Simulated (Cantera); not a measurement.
What does this Cantera script print?

```python
import numpy as np
import cantera as ct

gas_names = """
    B BF BF2 BF3 BN BO BOF BOF2 BO2 B2 B2O B2O2 B2O3 B3O3F3 F FO FO2 F2 F2O N NF NF2 NF3 NO NO2 NO3 N2
    N2O O O2 O3
""".split()
cond_names = """
    B(b) B(L) BN(s) B2O3(L)
""".split()


# ... load() reads the species with a 1 bar reference pressure and builds the phases ...
atoms = {
    'BF3': {'B': 1, 'F': 3},
    'O2': {'O': 2},
    'N2': {'N': 2},
}
top_T = {'BN(s)': 3200}  # K; cautious upper limits of use, not melting points


# ... equilibrate(T, P, feed) seeds the gas with the atoms and calls Mixture.equilibrate('TP', solver="vcs", rtol=1e-11, max_steps=5000) ...
results = []
feed = {'BF3': 1, 'O2': 4.4, 'N2': 23}  # mol
P = 36000  # Pa
for T in [1573, 1723, 1873, 2023, 2173, 2323, 2473]:
    mix = equilibrate(T, P, feed)
    results.append((T, P, feed, dict(zip(mix.species_names, mix.species_moles))))
    x = sorted(zip(gas.X, gas.species_names), reverse=True)
    print(f"T = {T:g} K  P = {P:g} Pa  gas = {mix.phase_moles(0):.4g} mol")
    print("   x: " + "  ".join(f"{s} {v:.3e}" for v, s in x if v > 1e-06))
    print("   condensed (mol): " + ("  ".join(f"{mix.phase(i).name} {mix.phase_moles(i):.4g}"
          for i in range(1, mix.n_phases) if mix.phase_moles(i) > 1e-12) or "none"))
```

It prints:

```
T = 1573 K  P = 36000 Pa  gas = 28.4 mol
   x: N2 8.091e-01  O2 1.542e-01  BF3 3.519e-02  NO 1.493e-03  F 2.945e-05  BOF 1.377e-05  O 6.835e-06  NO2 3.339e-06  BOF2 1.903e-06
   condensed (mol): none
T = 1723 K  P = 36000 Pa  gas = 28.4 mol
   x: N2 8.084e-01  O2 1.535e-01  BF3 3.514e-02  NO 2.738e-03  F 1.387e-04  BOF 6.673e-05  O 3.712e-05  BOF2 5.233e-06  NO2 4.191e-06
   condensed (mol): none
T = 1873 K  P = 36000 Pa  gas = 28.41 mol
   x: N2 8.072e-01  O2 1.524e-01  BF3 3.493e-02  NO 4.547e-03  F 5.106e-04  BOF 2.492e-04  O 1.538e-04  BOF2 1.216e-05  NO2 5.063e-06
   condensed (mol): none
T = 2023 K  P = 36000 Pa  gas = 28.44 mol
   x: N2 8.052e-01  O2 1.506e-01  BF3 3.438e-02  NO 6.979e-03  F 1.546e-03  BOF 7.601e-04  O 5.153e-04  BOF2 2.471e-05  NO2 5.919e-06
   condensed (mol): none
T = 2173 K  P = 36000 Pa  gas = 28.51 mol
   x: N2 8.018e-01  O2 1.476e-01  BF3 3.307e-02  NO 1.004e-02  F 3.980e-03  BOF 1.966e-03  O 1.456e-03  BOF2 4.463e-05  NO2 6.711e-06  BF2 3.410e-06
   condensed (mol): none
T = 2323 K  P = 36000 Pa  gas = 28.64 mol
   x: N2 7.962e-01  O2 1.428e-01  BF3 3.042e-02  NO 1.363e-02  F 8.907e-03  BOF 4.409e-03  O 3.571e-03  BOF2 7.189e-05  BF2 1.312e-05  NO2 7.365e-06  BO2 1.719e-06  FO 1.227e-06
   condensed (mol): none
T = 2473 K  P = 36000 Pa  gas = 28.89 mol
   x: N2 7.873e-01  O2 1.352e-01  BF3 2.581e-02  NO 1.758e-02  F 1.747e-02  BOF 8.658e-03  O 7.764e-03  BOF2 1.020e-04  BF2 4.041e-05  NO2 7.784e-06  BO2 6.018e-06  FO 2.531e-06
   condensed (mol): none
```

These are equilibrium values from Cantera (NASA tables, ideal gas, pure condensed phases), not measurements of a reactor. The tables' values for BF2 are old estimates; treat these amounts as uncertain.
